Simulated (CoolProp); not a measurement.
R11 at 391.34 K and 17.7 MPa is throttled through a valve to 10.2 MPa with no heat exchange. Each further row changes one setting.

Model: reference Helmholtz-energy equation of state, Jacobsen 1992, in CoolProp.

```
case                      temperature change (K)  final density (kg/m³)
------------------------  ----------------------  ---------------------
as stated                                   +1.4                   1270
outlet pressure 3.06 MPa                    +1.7                   1230
outlet pressure 13.3 MPa                    +0.9                   1290
```
